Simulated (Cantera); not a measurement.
## Equilibrium for silicon nitride deposition: SiH4 + NH3 + H2 + N2

Feed: 1 mol SiH4, 18 mol NH3, 78 mol H2, 1.1 mol N2, at 1723.15 K and 170 Pa.

Equilibrium computed with Cantera from the NASA thermochemical tables; the gas is ideal and each condensed phase is pure. Candidate condensed phases: Si, Si3N4; 18 gas species. Gases not in the tables: Si2H6 and higher silanes. Kinetics and transport are ignored.

```
Quantity       Result
----------  ---------
x(H2)           0.909
x(N2)          0.0860
x(H)          0.00422
x(Si)        0.000580
x(SiH)        3.28e-5
x(SiH2)       1.55e-5
x(Si2N)       6.91e-6
x(SiN)        3.94e-6
x(Si2)        2.75e-6
n(Si(l))    0.923 mol
gas amount  117.4 mol
```
